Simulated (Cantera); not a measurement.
A closed system holds: 1 mol TiO2, 63 mol HCl, 6.9 mol O2, at 4.70 Pa.

Cantera equilibrium calculation (NASA polynomials, part measured and part estimated; ideal gas, pure solids and liquids). Candidate condensed phases: H2O, Ti, TiCl2, TiCl3, TiCl4, TiO, TiO2, Ti2O3, Ti3O5, Ti4O7; 23 gas species. Condensed phases not in the tables: TiOCl. Kinetics and transport are ignored. All values below are at 825 °C.

Base state: HCl 0.855, O2 0.0872, Cl 0.0231, H2O 0.0231, Cl2 0.0115 (mole fractions); condensed: TiO2(rutile).

Problem. What changes in the equilibrium state with this change: pressure from 4.70 Pa to 1.10 Pa?

Solution. 
| species | before | after |
|---|---|---|
| HCl | 0.855 | 0.851 |
| O2 | 0.0872 | 0.0869 |
| Cl | 0.0231 | 0.0335 |
| Cl2 | 0.0115 | 0.00567 |
| H2O | 0.0231 | 0.0224 |
| TiO2(rutile), mol | 1.00 | 1.00 |
